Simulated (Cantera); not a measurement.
**Ignition delay**

Mixture: CH4 : O2 : N2 : H2O = 1 : 1.54 : 5.78 : 0.63 (molar parts), at 26300 Torr, adiabatic and at constant volume. Ignition delay is the time to a rise of 400 K.

Model: GRI-Mech 3.0 (53 species, 325 reactions), integrated in Cantera. The pressure lies above the range GRI-Mech 3.0 was tuned for (to about 10 atm).

```csv
T0 (K),delay (ms)
1150,2.32
1200,1.23
1250,0.692
1300,0.406
1350,0.247
1400,0.154
1450,0.0985
1500,0.0638
1550,0.0419
```

```yaml
apparent activation energy between 1450 and 1550 K: 160 kJ/mol
```
